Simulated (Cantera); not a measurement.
**Equilibrium for silicon carbide growth: CH₃SiH₃ + CH₄ + H₂**

A closed system holds: 1 mol CH₃SiH₃, 2.5 mol CH₄, 7.5 mol H₂, held at 46.0 mbar.

These are equilibrium values from Cantera (NASA tables, ideal gas, pure condensed phases), not measurements of a reactor. Candidate condensed phases: C, C₆H₆, C₇H₈, C₈H₁₈, Si, SiC; 87 gas species. The feed counts by its element totals alone. Gases not in the tables: Si₂H₆ and higher silanes. The numbers say what is thermodynamically allowed, not how fast it happens.

```json
[
 {"T (K)": "1575", "x H₂": "1.000", "x H": "0.000194", "x Si": "1.20e-8", "x C₂H₂ (acetylene)": "2.11e-5", "x SiC₂": "3.87e-11", "x Si₂C": "3.21e-11", "n C(graphite)": "2.50", "n SiC(s)": "1.000"},
 {"T (K)": "1650", "x H₂": "0.999", "x H": "0.000423", "x Si": "7.23e-8", "x C₂H₂ (acetylene)": "4.56e-5", "x SiC₂": "4.04e-10", "x Si₂C": "3.20e-10", "n C(graphite)": "2.50", "n SiC(s)": "1.000"},
 {"T (K)": "1725", "x H₂": "0.999", "x H": "0.000866", "x Si": "3.72e-7", "x C₂H₂ (acetylene)": "9.20e-5", "x SiC₂": "3.43e-9", "x Si₂C": "2.60e-9", "n C(graphite)": "2.50", "n SiC(s)": "1.000"},
 {"T (K)": "1800", "x H₂": "0.998", "x H": "0.00167", "x Si": "1.66e-6", "x C₂H₂ (acetylene)": "0.000175", "x SiC₂": "2.42e-8", "x Si₂C": "1.77e-8", "n C(graphite)": "2.49", "n SiC(s)": "1.000"},
 {"T (K)": "1875", "x H₂": "0.997", "x H": "0.00305", "x Si": "6.59e-6", "x C₂H₂ (acetylene)": "0.000316", "x SiC₂": "1.46e-7", "x Si₂C": "1.03e-7", "n C(graphite)": "2.49", "n SiC(s)": "1.000"},
 {"T (K)": "1950", "x H₂": "0.994", "x H": "0.00533", "x Si": "2.35e-5", "x C₂H₂ (acetylene)": "0.000543", "x SiC₂": "7.65e-7", "x Si₂C": "5.18e-7", "n C(graphite)": "2.48", "n SiC(s)": "0.999"},
 {"T (K)": "2025", "x H₂": "0.990", "x H": "0.00893", "x Si": "7.60e-5", "x C₂H₂ (acetylene)": "0.000896", "x SiC₂": "3.53e-6", "x Si₂C": "2.31e-6", "n C(graphite)": "2.47", "n SiC(s)": "0.998"},
 {"T (K)": "2100", "x H₂": "0.984", "x H": "0.0144", "x Si": "0.000226", "x C₂H₂ (acetylene)": "0.00142", "x SiC₂": "1.46e-5", "x Si₂C": "9.25e-6", "n C(graphite)": "2.46", "n SiC(s)": "0.995"},
 {"T (K)": "2175", "x H₂": "0.975", "x H": "0.0225", "x Si": "0.000623", "x C₂H₂ (acetylene)": "0.00217", "x SiC₂": "5.44e-5", "x Si₂C": "3.35e-5", "n C(graphite)": "2.44", "n SiC(s)": "0.987"},
 {"T (K)": "2250", "x H₂": "0.961", "x H": "0.0339", "x Si": "0.00160", "x C₂H₂ (acetylene)": "0.00322", "x SiC₂": "0.000186", "x Si₂C": "0.000111", "n C(graphite)": "2.42", "n SiC(s)": "0.965"},
 {"T (K)": "2325", "x H₂": "0.940", "x H": "0.0497", "x Si": "0.00388", "x C₂H₂ (acetylene)": "0.00460", "x SiC₂": "0.000583", "x Si₂C": "0.000340", "n C(graphite)": "2.42", "n SiC(s)": "0.912"},
 {"T (K)": "2400", "x H₂": "0.911", "x H": "0.0708", "x Si": "0.00887", "x C₂H₂ (acetylene)": "0.00635", "x SiC₂": "0.00170", "x Si₂C": "0.000969", "n C(graphite)": "2.44", "n SiC(s)": "0.784"}
]
```
x: gas mole fraction; n: condensed amount in mol.

From 1575 K to 2400 K the condensed part is C(graphite) + SiC(s). The main Si-bearing gas is SiH₂ at 1575 K and Si at 2400 K.
